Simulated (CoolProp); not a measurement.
Properties of octamethylcyclotetrasiloxane (D4) along the isobar 2 MPa (Tc = 313.4 °C, pc = 1.347 MPa, ω = 0.598).

The numbers come from the reference Helmholtz-energy equation of state, Thol 2015 in CoolProp.

```json
[
 {"T (°C)": "71.35", "phase": "liquid", "cv (kJ/(kg K))": "1.468", "speed of sound (m/s)": "782.5", "Joule-Thomson coefficient (K/MPa)": "-0.3568", "isothermal compressibility (1/MPa)": "0.002163", "expansivity (1/kK)": "1.268", "fugacity coefficient": "0.001473"},
 {"T (°C)": "91.05", "phase": "liquid", "cv (kJ/(kg K))": "1.512", "speed of sound (m/s)": "723.9", "Joule-Thomson coefficient (K/MPa)": "-0.3299", "isothermal compressibility (1/MPa)": "0.002575", "expansivity (1/kK)": "1.320", "fugacity coefficient": "0.003698"},
 {"T (°C)": "110.75", "phase": "liquid", "cv (kJ/(kg K))": "1.558", "speed of sound (m/s)": "667.4", "Joule-Thomson coefficient (K/MPa)": "-0.2993", "isothermal compressibility (1/MPa)": "0.003091", "expansivity (1/kK)": "1.381", "fugacity coefficient": "0.008174"},
 {"T (°C)": "130.45", "phase": "liquid", "cv (kJ/(kg K))": "1.605", "speed of sound (m/s)": "612.9", "Joule-Thomson coefficient (K/MPa)": "-0.2641", "isothermal compressibility (1/MPa)": "0.003746", "expansivity (1/kK)": "1.455", "fugacity coefficient": "0.01624"},
 {"T (°C)": "150.05", "phase": "liquid", "cv (kJ/(kg K))": "1.651", "speed of sound (m/s)": "560.5", "Joule-Thomson coefficient (K/MPa)": "-0.2230", "isothermal compressibility (1/MPa)": "0.004590", "expansivity (1/kK)": "1.544", "fugacity coefficient": "0.02941"},
 {"T (°C)": "169.75", "phase": "liquid", "cv (kJ/(kg K))": "1.698", "speed of sound (m/s)": "509.3", "Joule-Thomson coefficient (K/MPa)": "…", "isothermal compressibility (1/MPa)": "0.005712", "expansivity (1/kK)": "1.655", "fugacity coefficient": "0.04950"},
 {"T (°C)": "189.45", "phase": "liquid", "cv (kJ/(kg K))": "1.745", "speed of sound (m/s)": "459.3", "Joule-Thomson coefficient (K/MPa)": "-0.1113", "isothermal compressibility (1/MPa)": "0.007241", "expansivity (1/kK)": "1.794", "fugacity coefficient": "0.07807"},
 {"T (°C)": "209.15", "phase": "liquid", "cv (kJ/(kg K))": "1.791", "speed of sound (m/s)": "410.1", "Joule-Thomson coefficient (K/MPa)": "-0.03094", "isothermal compressibility (1/MPa)": "0.009403", "expansivity (1/kK)": "1.977", "fugacity coefficient": "0.1164"},
 {"T (°C)": "228.75", "phase": "liquid", "cv (kJ/(kg K))": "1.835", "speed of sound (m/s)": "361.7", "Joule-Thomson coefficient (K/MPa)": "0.07809", "isothermal compressibility (1/MPa)": "0.01260", "expansivity (1/kK)": "2.223", "fugacity coefficient": "0.1649"},
 {"T (°C)": "248.45", "phase": "liquid", "cv (kJ/(kg K))": "1.879", "speed of sound (m/s)": "312.9", "Joule-Thomson coefficient (K/MPa)": "0.2375", "isothermal compressibility (1/MPa)": "0.01769", "expansivity (1/kK)": "2.578", "fugacity coefficient": "0.2242"},
 {"T (°C)": "268.15", "phase": "liquid", "cv (kJ/(kg K))": "1.921", "speed of sound (m/s)": "263.1", "Joule-Thomson coefficient (K/MPa)": "0.4915", "isothermal compressibility (1/MPa)": "0.02662", "expansivity (1/kK)": "3.130", "fugacity coefficient": "0.2933"},
 {"T (°C)": "287.85", "phase": "liquid", "cv (kJ/(kg K))": "1.964", "speed of sound (m/s)": "211.3", "Joule-Thomson coefficient (K/MPa)": "0.9548", "isothermal compressibility (1/MPa)": "…", "expansivity (1/kK)": "…", "fugacity coefficient": "0.3705"},
 {"T (°C)": "307.45", "phase": "liquid", "cv (kJ/(kg K))": "2.006", "speed of sound (m/s)": "155.7", "Joule-Thomson coefficient (K/MPa)": "2.019", "isothermal compressibility (1/MPa)": "0.09480", "expansivity (1/kK)": "6.285", "fugacity coefficient": "0.4527"},
 {"T (°C)": "327.15", "phase": "supercritical", "cv (kJ/(kg K))": "2.053", "speed of sound (m/s)": "93.77", "Joule-Thomson coefficient (K/MPa)": "…", "isothermal compressibility (1/MPa)": "0.3534", "expansivity (1/kK)": "…", "fugacity coefficient": "0.5354"},
 {"T (°C)": "346.85", "phase": "supercritical", "cv (kJ/(kg K))": "2.091", "speed of sound (m/s)": "64.98", "Joule-Thomson coefficient (K/MPa)": "15.31", "isothermal compressibility (1/MPa)": "1.209", "expansivity (1/kK)": "23.43", "fugacity coefficient": "0.6069"}
]
```

Question: Complete the blanks.

Answer: 
- 169.75, Joule-Thomson coefficient (K/MPa): -0.1733
- 287.85, isothermal compressibility (1/MPa): 0.04497
- 287.85, expansivity (1/kK): 4.108
- 327.15, Joule-Thomson coefficient (K/MPa): 6.024
- 327.15, expansivity (1/kK): 14.31
